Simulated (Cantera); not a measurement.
A Cantera script and its output.

```python
import numpy as np
import cantera as ct

surf = ct.Interface("diamond.yaml", "diamond_100")
gas, bulk = surf.adjacent["gas"], surf.adjacent["diamond"]
k = surf.kinetics_species_index(bulk.species_names[0])
cover = ["c6HH", "c6H*", "c6*H", "c6**", "c6HM", "c6B"]

rows, drift = [], 0.0
print(f"{'xCH3':>10s}{'um/h':>11s}" + "".join(f"{s:>11s}" for s in cover))
for v in [1e-06, 2.1e-06, 4.2e-06, 8.7e-06, 1.8e-05, 3.7e-05, 7.6e-05, 0.00016, 0.00032]:
    T, P, xH, xCH3 = 1200, 1900, 0.012, v
    gas.TPX = T, P, {"H": xH, "CH3": xCH3, "CH4": 0.013, "H2": 1 - xH - xCH3 - 0.013}
    surf.TP = bulk.TP = T, P
    surf.coverages = "c6H*:0.1, c6HH:0.9"
    surf.advance_coverages(100.0)
    before = surf.coverages
    surf.advance_coverages(100.0)
    drift = max(drift, np.max(np.abs(surf.coverages - before) / (surf.coverages + 1e-9)))
    rate = surf.net_production_rates[k] * bulk.mean_molecular_weight / bulk.density * 3.6e9
    rows.append([rate, *surf[cover].coverages])
    print(f"{v:10.4g}{rate:11.4e}" + "".join(f"{x:11.3e}" for x in rows[-1][1:]))
```

Output:

```
      xCH3       um/h       c6HH       c6H*       c6*H       c6**       c6HM        c6B
     1e-06 6.3733e-03  4.392e-01  3.847e-02  4.919e-01  3.047e-02  5.530e-06  1.729e-11
   2.1e-06 1.3384e-02  4.392e-01  3.847e-02  4.919e-01  3.047e-02  1.161e-05  3.632e-11
   4.2e-06 2.6766e-02  4.392e-01  3.847e-02  4.919e-01  3.047e-02  2.322e-05  7.263e-11
   8.7e-06 5.5439e-02  4.391e-01  3.847e-02  4.918e-01  3.047e-02  4.810e-05  1.504e-10
   1.8e-05 1.1468e-01  4.391e-01  3.847e-02  4.918e-01  3.046e-02  9.950e-05  3.112e-10
   3.7e-05 2.3564e-01  4.390e-01  3.846e-02  4.917e-01  3.044e-02  2.045e-04  6.394e-10
   7.6e-05 4.8361e-01  4.389e-01  3.844e-02  4.915e-01  3.041e-02  4.197e-04  1.312e-09
   0.00016 1.0164e+00  4.386e-01  3.841e-02  4.911e-01  3.033e-02  8.822e-04  2.758e-09
   0.00032 2.0260e+00  4.379e-01  3.835e-02  4.903e-01  3.018e-02  1.759e-03  5.498e-09
```

Computed with Cantera and the Harris–Goodwin 1993 mechanism for the reconstructed diamond (100) surface.
